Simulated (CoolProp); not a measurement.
A simple Rankine cycle with isobutane: condensing at 319.15 K, boiler at 2.19 MPa, turbine inlet 380.3 K, turbine efficiency 0.8, pump efficiency 0.8, no recuperator. Each further row changes one setting.

Model: reference Helmholtz-energy equation of state, Bücker 2006, in CoolProp.

```csv
case,thermal efficiency (%),net work (kJ/kg),heat in (kJ/kg),turbine exit temperature (K),volume ratio over the turbine
as stated,9.6,35.7,371,335.1,4.27
turbine inlet 400.3 K,9.6,41.2,428,[?],3.95
condensing temperature 311.15 K,10.8,[?],[?],329.5,5.28
boiler pressure 1.53 MPa,7.4,29.7,401,352.9,2.62
turbine efficiency 0.7,[?],30.8,371,337.5,[?]
```

Q: Fill in the missing entries.

A: 
- turbine inlet 400.3 K, turbine exit temperature (K): 360.1
- condensing temperature 311.15 K, net work (kJ/kg): 42.4
- condensing temperature 311.15 K, heat in (kJ/kg): 392
- turbine efficiency 0.7, thermal efficiency (%): 8.3
- turbine efficiency 0.7, volume ratio over the turbine: 4.32
